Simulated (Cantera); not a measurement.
**Equilibrium for silicon nitride deposition: Si₂Cl₆ + NH₃**

A closed system holds: 1 mol Si₂Cl₆, a varied amount of NH₃, equilibrated at 45.0 Torr.

Cantera equilibrium calculation (NASA polynomials, part measured and part estimated; ideal gas, pure solids and liquids). Candidate condensed phases: NH₄Cl, Si, Si₃N₄; 28 gas species. The feed counts by its element totals alone. Mutual solubility and eutectic melting of coexisting phases are not modelled. The tables' values for SiCl₃ are old estimates. Rates play no part.

Task: Map the stable condensed phases over T = 1200, 1300, 1400, 1500, 1600, 1700, 1800, 1900, 2000 K and n(NH₃) in mol = 0.22, 0.26, 0.3, 0.36, 0.42, 0.49, 0.57, 0.66, 0.77, 0.9, 1.1, 1.2, 1.4.

Result: 
```
T in K \ n(NH₃) in mol
         0.22 0.26  0.3 0.36 0.42 0.49 0.57 0.66 0.77  0.9  1.1  1.2  1.4
   2000     A    A    A    A    A    A    A    A    A    A    A    A    A
   1900     A    A    A    A    A    A    A    A    A    A    A    A    A
   1800     A    A    A    A    A    A    A    A    A    A    A    A    A
   1700     A    A    A    A    A    A    A    A    A    A    A    A    A
   1600     A    A    A    A    A    A    A    A    B    B    B    B    B
   1500     B    B    B    B    B    B    B    B    B    B    B    B    B
   1400     B    B    B    B    B    B    B    B    B    B    B    B    B
   1300     C    C    C    C    B    B    B    B    B    B    B    B    B
   1200     C    C    C    C    C    C    B    B    B    B    B    B    B
```
A: gas only; B: Si₃N₄; C: Si + Si₃N₄.
